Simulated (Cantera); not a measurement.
**Equilibrium for thermal oxidation and active oxidation of silicon: Si + H2O + H2 + CO2**

A closed system holds: 1 mol Si, 0.0011 mol H2O, 4.7 mol H2, 3.6 mol CO2, equilibrated at 923.15 K and 188 Torr.

These are equilibrium values from Cantera (NASA tables, ideal gas, pure condensed phases), not measurements of a reactor. Candidate condensed phases: C, C6H6, C7H8, C8H18, H2O, Si, SiC, SiO2; 123 gas species. Rates play no part.

| Property | Result |
|---|---|
| x(H2) | 0.472 |
| x(CO) | 0.315 |
| x(CO2) | 0.118 |
| x(H2O) | 0.0867 |
| x(CH4) | 0.00853 |
| n(SiO2(β-quartz)) | 1.00 mol |
| gas amount | 8.162 mol |
| log10 activity of C(graphite) (absent) | -0.18 |
| log10 activity of Si(s) (absent) | -18.34 |
